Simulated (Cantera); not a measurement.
Feed: 1 mol SiH₄, 250 mol H₂, at 1525 °C.

Method: chemical equilibrium by Gibbs-energy minimisation in Cantera with the NASA 1993 tables (ideal gas, pure condensed phases). Candidate condensed phases: Si; 9 gas species. Gases not in the tables: Si₂H₆ and higher silanes. The numbers say what is thermodynamically allowed, not how fast it happens.

Question: At 37000 Pa, list the 3 most abundant gas species with their mole fractions, and the condensed phases.

Answer: H₂ 0.999, H 0.000579, SiH₂ 2.95e-5. Condensed: Si(l).
